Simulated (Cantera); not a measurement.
Input (Python, Cantera):

```python
import numpy as np
import cantera as ct

gas = ct.Solution("gri30.yaml")
gas.TPX = 1473, 1000000, {'CH4': 1, 'CO': 0.085, 'O2': 4.64, 'N2': 17.5, 'CO2': 4.2}
reactor = ct.IdealGasConstPressureReactor(gas, energy="on", clone=False)
net = ct.ReactorNet([reactor])
net.rtol, net.atol = 1e-08, 1e-16
show = ['CH4', 'CO', 'O2', 'H2O', 'H']
times = np.geomspace(2e-06, 3, 14)

steps = ct.SolutionArray(gas, extra=["t"])
rows = []
print(f"{'t/s':>10s}{'T/K':>9s}{'P/Pa':>11s}" + "".join(f"{s:>11s}" for s in show))
for t in times:
    while net.time < t:
        t_next = net.step()
        steps.append(gas.state, t=t_next)
    rows.append([np.interp(t, steps.t, y) for y in (steps.T, steps.P, *steps(*show).X.T)])
    print(f"{t:10.3e}{rows[-1][0]:9.1f}{rows[-1][1]:11.4g}" + "".join(f"{x:11.3e}" for x in rows[-1][2:]))
rate = np.gradient(steps.T, steps.t)
print("integrator steps:", len(steps.t))
if steps.T.max() > steps.T[0] + 200:
    print(f"time of steepest temperature rise: {steps.t[rate.argmax()]:.4e} s")
gas.TPX = 1473, 1000000, {'CH4': 1, 'CO': 0.085, 'O2': 4.64, 'N2': 17.5, 'CO2': 4.2}
gas.equilibrate("HP")
print(f"equilibrium (HP): T = {gas.T:.1f} K  " + "  ".join(f"{s} {gas[s].X[0]:.3e}" for s in show))
```

Result:

```
       t/s      T/K       P/Pa        CH4         CO         O2        H2O          H
 2.000e-06   1473.0      1e+06  3.646e-02  3.099e-03  1.692e-01  1.168e-07  2.692e-09
 5.972e-06   1473.0      1e+06  3.646e-02  3.099e-03  1.692e-01  7.532e-07  4.622e-09
 1.783e-05   1473.0      1e+06  3.645e-02  3.099e-03  1.692e-01  7.106e-06  1.384e-08
 5.325e-05   1473.4      1e+06  3.631e-02  3.101e-03  1.691e-01  1.036e-04  8.494e-08
 1.590e-04   1484.9      1e+06  3.393e-02  3.528e-03  1.674e-01  2.114e-03  1.188e-06
 4.747e-04   2186.0      1e+06  4.836e-17  1.087e-03  9.473e-02  7.194e-02  1.465e-05
 1.418e-03   2185.9      1e+06  1.905e-19  1.082e-03  9.470e-02  7.194e-02  1.459e-05
 4.233e-03   2185.6      1e+06  7.572e-21  1.080e-03  9.462e-02  7.195e-02  1.455e-05
 1.264e-02   2184.6      1e+06  7.542e-21  1.074e-03  9.437e-02  7.195e-02  1.444e-05
 3.774e-02   2181.9      1e+06  7.230e-21  1.058e-03  9.369e-02  7.197e-02  1.412e-05
 1.127e-01   2176.6      1e+06  6.625e-21  1.027e-03  9.236e-02  7.199e-02  1.352e-05
 3.365e-01   2172.4      1e+06  6.181e-21  1.003e-03  9.131e-02  7.201e-02  1.306e-05
 1.005e+00   2172.1      1e+06  6.142e-21  1.001e-03  9.122e-02  7.202e-02  1.302e-05
 3.000e+00   2172.1      1e+06  6.142e-21  1.001e-03  9.122e-02  7.202e-02  1.302e-05
integrator steps: 1734
time of steepest temperature rise: 2.3054e-04 s
equilibrium (HP): T = 2172.1 K  CH4 9.133e-21  CO 1.001e-03  O2 9.122e-02  H2O 7.202e-02  H 1.302e-05
```

Model: GRI-Mech 3.0 (53 species, 325 reactions), integrated in Cantera.
